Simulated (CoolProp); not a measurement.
The fluid at 298.15 K and 0.419 MPa expands adiabatically to 0.0285 MPa with isentropic efficiency 0.9. The same conditions are run with several fluids, on thermodynamics alone (safety and materials aside).

Computed with CoolProp (reference Helmholtz-energy equation of state of each fluid (normal hydrogen: Leachman 2009; hydrogen sulfide: Lemmon 2006; C2F6 (R116): Lemmon 2006; methane: Setzmann 1991; carbon monoxide: Lemmon 2006)).

Task: Rank normal hydrogen, hydrogen sulfide, C2F6 (R116), methane, carbon monoxide by work (kJ/kg), highest first.

Result: normal hydrogen (2050), methane (273), carbon monoxide (149), hydrogen sulfide (129), C2F6 (R116) (38.0)

```csv
fluid,final temperature (K),final phase,final density (kg/m³)
normal hydrogen,148.7,gas,0.0465
hydrogen sulfide,190.8,"two-phase, vapour fraction 0.949",0.651
C2F6 (R116),242.3,gas,1.96
methane,168.4,gas,0.328
carbon monoxide,154.0,gas,0.625
```
